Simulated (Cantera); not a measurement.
A Cantera script and what it prints.

```python
import numpy as np
import cantera as ct

gas_names = """
    H HNO HNO2 HNO3 HO2 H2 H2O H2O2 N NH NH2 NH3 NH2OH NO NO2 NO3 N2 N2H2 N2H4 N2O O OH O2 O3 Si SiH
    SiH2 SiH3 SiH4 SiN SiO SiO2 Si2 Si2N Si3
""".split()
cond_names = """
    H2O(s) H2O(L) Si(cr) Si(L) SiO2(Lqz) SiO2(hqz) SiO2(L) Si2N2O(s) Si3N4(a)
""".split()


# ... load() reads the species with a 1 bar reference pressure and builds the phases ...
atoms = {
    'Si3N4': {'Si': 3, 'N': 4},
    'O2': {'O': 2},
    'H2': {'H': 2},
}
top_T = {'Si2N2O(s)': 2100, 'Si3N4(a)': 2400}  # K; cautious upper limits of use, not melting points


# ... equilibrate(T, P, feed) seeds the gas with the atoms and calls Mixture.equilibrate('TP', solver="vcs", rtol=1e-11, max_steps=5000) ...
results = []
T = 1548.15  # K
P = 4.3  # Pa
for m in [3.8, 6.8, 12, 22, 39, 70, 130, 230, 410, 730]:
    feed = {'Si3N4': 1, 'O2': 0.36, 'H2': m}  # mol
    mix = equilibrate(T, P, feed)
    results.append((T, P, feed, dict(zip(mix.species_names, mix.species_moles))))
    x = sorted(zip(gas.X, gas.species_names), reverse=True)
    print(f"T = {T:g} K  P = {P:g} Pa  n(H2) = {m:g} mol  gas = {mix.phase_moles(0):.4g} mol")
    print("   x: " + "  ".join(f"{s} {v:.3e}" for v, s in x if v > 0.0001))
    print("   condensed (mol): " + ("  ".join(f"{mix.phase(i).name} {mix.phase_moles(i):.4g}"
          for i in range(1, mix.n_phases) if mix.phase_moles(i) > 1e-12) or "none"))
```

Result:

```
T = 1548.15 K  P = 4.3 Pa  n(H2) = 3.8 mol  gas = 6.537 mol
   x: H2 5.795e-01  N2 3.060e-01  SiO 1.101e-01  H 3.581e-03  Si 7.414e-04
   condensed (mol): Si(cr) 2.275
T = 1548.15 K  P = 4.3 Pa  n(H2) = 6.8 mol  gas = 9.546 mol
   x: H2 7.103e-01  N2 2.095e-01  SiO 7.542e-02  H 3.964e-03  Si 7.414e-04
   condensed (mol): Si(cr) 2.273
T = 1548.15 K  P = 4.3 Pa  n(H2) = 12 mol  gas = 14.76 mol
   x: H2 8.108e-01  N2 1.355e-01  SiO 4.877e-02  H 4.235e-03  Si 7.414e-04
   condensed (mol): Si(cr) 2.269
T = 1548.15 K  P = 4.3 Pa  n(H2) = 22 mol  gas = 24.79 mol
   x: H2 8.851e-01  N2 8.066e-02  SiO 2.904e-02  H 4.425e-03  Si 7.414e-04
   condensed (mol): Si(cr) 2.261
T = 1548.15 K  P = 4.3 Pa  n(H2) = 39 mol  gas = 41.85 mol
   x: H2 9.297e-01  N2 4.779e-02  SiO 1.721e-02  H 4.535e-03  Si 7.414e-04
   condensed (mol): Si(cr) 2.248
T = 1548.15 K  P = 4.3 Pa  n(H2) = 70 mol  gas = 72.94 mol
   x: H2 9.573e-01  N2 2.742e-02  SiO 9.871e-03  H 4.602e-03  Si 7.414e-04
   condensed (mol): Si(cr) 2.224
T = 1548.15 K  P = 4.3 Pa  n(H2) = 130 mol  gas = 133.1 mol
   x: H2 9.742e-01  N2 1.502e-02  SiO 5.408e-03  H 4.643e-03  Si 7.414e-04
   condensed (mol): Si(cr) 2.178
T = 1548.15 K  P = 4.3 Pa  n(H2) = 230 mol  gas = 233.4 mol
   x: H2 9.829e-01  N2 8.567e-03  H 4.663e-03  SiO 3.084e-03  Si 7.414e-04
   condensed (mol): Si(cr) 2.102
T = 1548.15 K  P = 4.3 Pa  n(H2) = 410 mol  gas = 414 mol
   x: H2 9.880e-01  N2 4.830e-03  H 4.675e-03  SiO 1.739e-03  Si 7.414e-04
   condensed (mol): Si(cr) 1.965
T = 1548.15 K  P = 4.3 Pa  n(H2) = 730 mol  gas = 735 mol
   x: H2 9.909e-01  H 4.682e-03  N2 2.721e-03  SiO 9.796e-04  Si 7.414e-04
   condensed (mol): Si(cr) 1.72
```

Method: chemical equilibrium by Gibbs-energy minimisation in Cantera with the NASA 1993 tables (ideal gas, pure condensed phases).
